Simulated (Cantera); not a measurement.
An isothermal plug-flow reactor at 775 K and 1.01 bar (inlet), inlet velocity 1.3 m/s, active area per volume 1600 1/m; feed 2.73 % H2, 7.50 % O2, 89.8 % N2.

Detailed kinetics in Cantera: Deutschmann's 1995 Pt surface mechanism with GRI-Mech 3.0 gas chemistry. Catalytic surfaces can have several steady states; this one follows from the mechanism file's or the stated starting coverage. Mass transfer to the wall is taken as infinitely fast.

One state of this run: x H2 = 0.000891; x O2 = 0.0626; x H2O = 0.0267; θ free Pt = 0.0454; θ O* = 0.950; θ OH* = 0.00422. x: gas mole fraction; θ: surface coverage.

Which value of z (m) does it belong to?
A. 0.00072
B. 0.0072
C. 0.0013
D. 0.0041

A, 0.00072
